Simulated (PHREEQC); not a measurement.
Solution (15 °C): 0.0024 mol Al2(SO4)3, 0.096 mol MgSO4, 5e-05 mol NaHCO3 and 0.004 mol Na2SO4 per kg of water. Closed to the air; pH follows from the charge balance.

All values are PHREEQC results (ion-association model, wateq4f.dat), not measurements.

```csv
quantity,before,after
pH,4.92,5.09
ionic strength (mol/kgw),0.217,0.215
SO4-2 (mol/kgw),0.0548,0.0518
Mg+2 (mol/kgw),0.0499,0.0511
MgSO4 (mol/kgw),0.0461,0.0449
Na+ (mol/kgw),0.00749,0.00752
SI of Al(OH)3(a) (Al(OH)3),-1.02,-0.79
SI of Boehmite (AlOOH),+1.16,+1.38
```

Which change was made?
A) Na2SO4 from 0.004 to 0.0004 mol/kgw
B) diluted 10-fold with water
C) Al2(SO4)3 replaced by Al(NO3)3 at the same molality
D) diluted 100-fold with water
E) temperature from 15 to 80 °C

C, Al2(SO4)3 replaced by Al(NO3)3 at the same molality

Precipitation was switched off in this run. Some of these states are supersaturated (in Boehmite (slow to form), Gibbsite (slow to form), for instance).
